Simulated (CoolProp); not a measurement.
Vapour-liquid equilibrium of benzene (1) + dimethyl carbonate (2) at 0.0277 MPa; x and y are mole fractions of (1).

Values from CoolProp's multi-fluid Helmholtz-energy mixture model, Thol 2012 and Zhou 2011; pair parameters Bell 2016.

| x | bubble temperature (K) | y at the bubble point | dew temperature at overall composition x (K) | liquid density (mol/L) |
|---|---|---|---|---|
| 0.05 | 326.0 | 0.101 | 326.7 | 11.35 |
| 0.2 | 322.7 | 0.328 | 324.6 | 11.29 |
| 0.35 | 320.5 | 0.488 | 322.4 | 11.22 |
| 0.5 | 318.9 | 0.613 | 320.3 | 11.15 |
| 0.65 | 317.7 | 0.724 | 318.5 | 11.08 |
| 0.8 | 316.9 | 0.833 | 317.1 | 11.01 |
| 0.95 | 316.4 | 0.954 | 316.4 | 10.95 |

No azeotrope shows between x = 0.05 and 0.95.

The pair parameters rest on a limited set of measurements; away from them the model extrapolates.
